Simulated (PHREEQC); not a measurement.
Solution (35 °C): 0.28 mol Cu(NO3)2, 0.00015 mol H2SO4 and 0.00019 mol H3BO3 per kg of water. Closed to the air; pH follows from the charge balance.

All values are PHREEQC results (ion-association model, phreeqc.dat), not measurements.

Precipitation was switched off in this run.

### Question
Order these S species by the share of S that they hold, largest first: SO4-2, CuSO4, HSO4-.

### Answer
CuSO4 (63 %), SO4-2 (37 %), HSO4- (0.24 %)

The pH is 3.60 and the ionic strength 0.840 mol/kgw. Caution: at this ionic strength the ion-association model is outside its range; a Pitzer model would be the better tool where its parameters exist.
